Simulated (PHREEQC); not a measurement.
Make-up at 25 °C: 0.094 mol/kgw H3BO3 and 0.26 mol/kgw NaCl. Closed to the air; pH follows from the charge balance.

All values are PHREEQC results (ion-association model, phreeqc.dat), not measurements.

| Quantity | Value |
|---|---|
| pH | 5.11 |
| ionic strength | 0.260 mol/kgw |
| activity of water | 0.990 |
| specific conductance | 25200 µS/cm |
| density | 1.010 g/cm³ |

```tsv
species	molality	activity	log γ
Cl-	0.260	0.181	-0.157
Na+	0.260	0.191	-0.133
H3BO3	0.0940	0.0998	0.026
H+	9.95e-6	7.83e-6	-0.104
H2BO3-	9.95e-6	7.33e-6	-0.132
OH-	1.87e-9	1.28e-9	-0.164
```

Precipitation was switched off in this run.
